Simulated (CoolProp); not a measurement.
The numbers come from the reference Helmholtz-energy equation of state, Gao 2016 in CoolProp.

Task: For sulfur dioxide, give the phase and the cp (kJ/(kg K)), isothermal compressibility (1/MPa), expansivity (1/kK), fugacity coefficient at -7.15 °C and 0.332 MPa; 237.95 °C and 12.4 MPa; -37.15 °C and 0.103 MPa.

Result: 
- -7.15 °C and 0.332 MPa: liquid; cp 1.36, isothermal compressibility 0.00111, expansivity 1.81, fugacity coefficient 0.338
- 237.95 °C and 12.4 MPa: supercritical; cp 1.48, isothermal compressibility 0.121, expansivity 7.09, fugacity coefficient 0.730
- -37.15 °C and 0.103 MPa: liquid; cp 1.36, isothermal compressibility 0.000813, expansivity 1.66, fugacity coefficient 0.246
